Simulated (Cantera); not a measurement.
A closed system holds: 1 mol trisilylamine, 1.9 mol NH3, at 0.220 bar.

Equilibrium computed with Cantera from the NASA thermochemical tables; the gas is ideal and each condensed phase is pure. Candidate condensed phases: Si, Si3N4; 18 gas species. The feed counts by its element totals alone. Mutual solubility and eutectic melting of coexisting phases are not modelled. Gases not in the tables: Si2H6 and higher silanes. Rates play no part. All values below are at 1748 K.

Base state: H2 0.983, N2 0.0167, H 0.000483, SiH2 2.02e-5 (mole fractions); condensed: Si(l) + Si3N4(s).

**Question.** What changes in the equilibrium state with this change: pressure from 0.220 bar to 1.33 mbar?

**Answer.** 
| species | before | after |
|---|---|---|
| H2 | 0.983 | 0.829 |
| N2 | 0.0167 | 0.164 |
| H | 0.000483 | 0.00570 |
| Si | 6.62e-6 | 0.00109 |
| Si2N | 3.55e-7 | 1.43e-5 |
| SiH | 4.09e-6 | 4.83e-5 |
| SiH2 | 2.02e-5 | 1.70e-5 |
| Si(l), mol | 1.01 | 2.99 |
| Si3N4(s), mol | 0.663 | 0 |
